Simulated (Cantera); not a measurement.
Input (Python, Cantera) and output of one run.

```python
import numpy as np
import cantera as ct

gas_names = """
    CL Cs
""".split()
cond_names = """
    CsCL(a) CsCL(b) CsCL(L) Cs(cr) Cs(L)
""".split()


# ... load() reads the species with a 1 bar reference pressure and builds the phases ...
species = {s.name: s for s in load("nasa_gas.yaml", gas_names) + load("nasa_condensed.yaml", cond_names)}
# Each term lists the table entries of one substance; the one whose range holds T is used.
reactions = {
    'Cl(g) + Cs(g) = CsCl':
        [(-1, ['CL']), (-1, ['Cs']), (1, ['CsCL(a)', 'CsCL(b)', 'CsCL(L)'])],
    'CsCl = Cl(g) + Cs':
        [(-1, ['CsCL(a)', 'CsCL(b)', 'CsCL(L)']), (1, ['CL']), (1, ['Cs(cr)', 'Cs(L)'])],
}


def pick(names, T):
    return next(species[n] for n in names if species[n].thermo.min_temp <= T <= species[n].thermo.max_temp)


results = []
for label, terms in reactions.items():
    print(label)
    print("     T/K   dH/kJ  dS/(J/K)   dG/kJ   log10 K")
    for T in [300, 450, 500, 550, 600, 650, 700, 750, 800, 850]:
        used = [(nu, pick(names, T)) for nu, names in terms]
        dH = sum(nu * s.thermo.h(T) for nu, s in used) / 1e6
        dS = sum(nu * s.thermo.s(T) for nu, s in used) / 1e3
        dG = dH - T * dS / 1e3
        logK = -dG * 1e6 / (ct.gas_constant * T * np.log(10))
        results.append((label, T, dH, dS, dG, logK, [s.name for _, s in used]))
        print(f"{T:8g} {dH:8.1f} {dS:8.1f} {dG:8.1f} {logK:8.2f}")
```

Output:

```
Cl(g) + Cs(g) = CsCl
     T/K   dH/kJ  dS/(J/K)   dG/kJ   log10 K
     300   -640.6   -239.5   -568.8    99.03
     450   -639.0   -235.1   -533.2    61.89
     500   -638.3   -233.7   -521.5    54.47
     550   -637.6   -232.4   -509.8    48.42
     600   -636.9   -231.1   -498.2    43.37
     650   -636.1   -229.8   -486.7    39.11
     700   -635.2   -228.6   -475.2    35.46
     750   -630.5   -222.2   -463.9    32.31
     800   -629.5   -220.9   -452.8    29.56
     850   -628.5   -219.7   -441.8    27.15
CsCl = Cl(g) + Cs
     T/K   dH/kJ  dS/(J/K)   dG/kJ   log10 K
     300    564.1    149.2    519.4   -90.43
     450    566.3    156.4    495.9   -57.56
     500    566.2    156.1    488.1   -50.99
     550    566.0    155.7    480.3   -45.62
     600    565.7    155.3    472.5   -41.14
     650    565.3    154.7    464.8   -37.35
     700    564.9    154.1    457.1   -34.11
     750    560.7    148.3    449.4   -31.30
     800    560.1    147.5    442.0   -28.86
     850    559.5    146.8    434.7   -26.71
```

Source: NASA polynomial tables (part measured, part estimated), evaluated in Cantera. Condensed species are held in their standard states even where they would react or evaporate.
